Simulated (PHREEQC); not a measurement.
Solution (20 °C): 0.004 mol HF, 0.11 mol NH4F, 0.0052 mol H2SiF6 and 0.00013 mol HCl per kg of water. Closed to the air; pH follows from the charge balance.

Computed with PHREEQC (ion-association model, phreeqc.dat).

Question: The ionic strength comes out as 0.115 mol/kgw. What activity coefficients do H+, NH4+, SiF6-2, HF2-, Cl- get?

Answer: H+ 0.82, NH4+ 0.73, SiF6-2 0.36, HF2- 0.77, Cl- 0.76.

Precipitation was switched off in this run. Species that the database lacks are ignored. SiF6-2 is the database's only silicon fluoride.
